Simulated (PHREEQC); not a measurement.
Dissolve 0.001 mol/kgw BaCl2 and 2.3e-05 mol/kgw CO2 at 20 °C. Closed to the air; pH follows from the charge balance.

Model: ion-association model, phreeqc.dat, run in PHREEQC.

Precipitation was switched off in this run.

**Question.** Estimate the pH, specific conductance.

**Answer.** pH 5.54; specific conductance 235 µS/cm.

**Question.** In which forms is C present?

**Answer.** CO2 87 %, HCO3- 13 % of the C.
